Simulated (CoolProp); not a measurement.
R142b at several states: fugacity coefficient from the reference equation and from simpler models built on Tc = 410.3 K, pc = 4055 kPa, ω = 0.232; each cubic takes its own stable root.

Model: reference Helmholtz-energy equation of state, Lemmon 2006, in CoolProp. It is a short technical equation, of lower accuracy than the large ones.

```
T (K)  p (kPa)   phase  reference  van der Waals  Redlich-Kwong  Soave-Redlich-Kwong  Peng-Robinson
-----  -------  ------  ---------  -------------  -------------  -------------------  -------------
178.1     1240  liquid  0.0003350        0.03543      0.0008834            0.0003376      0.0003838
210.2    21400  liquid  0.0006875        0.02718       0.001691            0.0007529      0.0007175
286.1     1160  liquid     0.1909         0.6075         0.2825               0.1934         0.1914
```
